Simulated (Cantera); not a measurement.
# Adiabatic ignition

An adiabatic, constant-pressure homogeneous reactor starts with 22.7 % CH3OH, 16.2 % O2, 61.1 % N2, at 1098 K and 1580 Torr.

Computed with Cantera and GRI-Mech 3.0 (53 species, 325 reactions). GRI-Mech 3.0 was tuned for natural gas; its chemistry of methanol as a main component is partial and can be far from experiment.

```
t (s)     T (K)  x CH3OH     x O2     x NO   x CH2CO    x C2H6     x CO2       x O
--------  -----  -------  -------  -------  --------  --------  --------  --------
4.00e-6    1098    0.227    0.162   <1e-12    <1e-12    <1e-12  2.52e-10  1.51e-12
1.19e-5    1098    0.227    0.162   <1e-12    <1e-12    <1e-12  7.57e-10  1.53e-12
3.56e-5    1098    0.227    0.162   <1e-12    <1e-12    <1e-12   2.27e-9  1.55e-12
0.000106   1098    0.227    0.162   <1e-12    <1e-12    <1e-12   6.77e-9  1.55e-12
0.000317   1098    0.227    0.162   <1e-12    <1e-12    <1e-12   2.02e-8  1.56e-12
0.000948   1098    0.227    0.162   <1e-12    <1e-12  2.36e-12   6.03e-8  1.58e-12
0.00283    1098    0.227    0.162   <1e-12    <1e-12  6.99e-12   1.80e-7  1.75e-12
0.00844    1098    0.227    0.162   <1e-12    <1e-12  1.99e-11   5.41e-7  3.09e-12
0.0252     1106    0.222    0.160   <1e-12  3.11e-11  4.61e-11   7.93e-6  4.56e-10
0.0752     2251   <1e-12  2.74e-6  2.36e-5    <1e-12    <1e-12    0.0385   4.26e-6
0.224      2251   <1e-12  2.73e-6  3.88e-5    <1e-12    <1e-12    0.0385   4.25e-6
0.670      2251   <1e-12  2.73e-6  3.96e-5    <1e-12    <1e-12    0.0385   4.25e-6
2.00       2251   <1e-12  2.73e-6  3.96e-5    <1e-12    <1e-12    0.0385   4.25e-6
```
x: mole fraction; the columns are a selection and need not sum to one.

```yaml
time_of_steepest_temperature_rise: 27.5 ms
temperature at 2.00 s: 2251 K
equilibrium_temperature: 2251 K
x(CH3OH) at 2.00 s: <1e-12 (gas-phase equilibrium <1e-12)
x(O2) at 2.00 s: 2.73e-6 (gas-phase equilibrium 2.73e-6)
x(NO) at 2.00 s: 3.96e-5 (gas-phase equilibrium 3.96e-5)
```
